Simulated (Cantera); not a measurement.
A perfectly stirred reactor is fed with 16.7 % CH4, 83.3 % H2, at 0.188 atm; it is held at 1850 K, and followed from long to short residence time.

Detailed kinetics in Cantera: GRI-Mech 3.0 (53 species, 325 reactions). GRI-Mech 3.0 stops at C3 and has no aromatics, soot or wall deposition, so with more carbon than oxygen in the feed, carbon stays in small species such as C2H2 where larger ones or solid carbon would form.

**Question.** Predict: x(CH4) at τ = 1.40 s; x(H2) at τ = 1.40 s; x(C2H4) at τ = 1.40 s; x(CH3) at τ = 1.40 s; x(C2H) at τ = 1.40 s; x(CH4) at τ = 26.0 ms; x(H2) at τ = 26.0 ms; x(C2H4) at τ = 26.0 ms; x(CH3) at τ = 26.0 ms; x(C2H) at τ = 26.0 ms.

**Answer.** 
```json
{
  "x(CH4) at τ = 1.40 s": "0.00926",
  "x(H2) at τ = 1.40 s": "0.922",
  "x(C2H4) at τ = 1.40 s": "0.000205",
  "x(CH3) at τ = 1.40 s": "0.000235",
  "x(C2H) at τ = 1.40 s": "9.12e-7",
  "x(CH4) at τ = 26.0 ms": "0.0614",
  "x(H2) at τ = 26.0 ms": "0.892",
  "x(C2H4) at τ = 26.0 ms": "0.000491",
  "x(CH3) at τ = 26.0 ms": "0.00138",
  "x(C2H) at τ = 26.0 ms": "5.31e-7"
}
```
